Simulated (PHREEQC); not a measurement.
# Reverse-osmosis permeate: speciation

Synthetic water in mg/kgw, 20 °C, pH 6.22, pe 9.8: Na 6.35; K 0.00211; Ca 0.584; Mg 0.769; Cl 4.15; S(6) as SO4 3.42; Alkalinity as HCO3 11.7; O(0) (dissolved oxygen) 0.00359.

Valence states are taken as typed.

Model: ion-association model, wateq4f.dat, run in PHREEQC.

The ionic strength is 0.000455 mol/kgw and the charge-balance error comes out as -1.5 %.

| species | molality | activity | log γ |
|---|---|---|---|
| Na+ | 0.000276 | 0.000270 | -0.010 |
| CO2 | 0.000272 | 0.000272 | 0.000 |
| HCO3- | 0.000192 | 0.000188 | -0.010 |
| Cl- | 0.000117 | 0.000114 | -0.011 |
| SO4-2 | 3.53e-5 | 3.21e-5 | -0.042 |
| Mg+2 | 3.14e-5 | 2.85e-5 | -0.041 |
| Ca+2 | 1.45e-5 | 1.31e-5 | -0.042 |
| H+ | 6.17e-7 | 6.03e-7 | -0.010 |
| MgSO4 | 1.88e-7 | 1.88e-7 | 0.000 |
| O2 | 1.12e-7 | 1.12e-7 | 0.000 |
| CaSO4 | 8.01e-8 | 8.01e-8 | 0.000 |
| MgHCO3+ | 6.29e-8 | 6.14e-8 | -0.010 |
| K+ | 5.39e-8 | 5.27e-8 | -0.011 |

This is a speciation only: nothing precipitates in the calculation. Complexes and solids missing from the database can't appear.
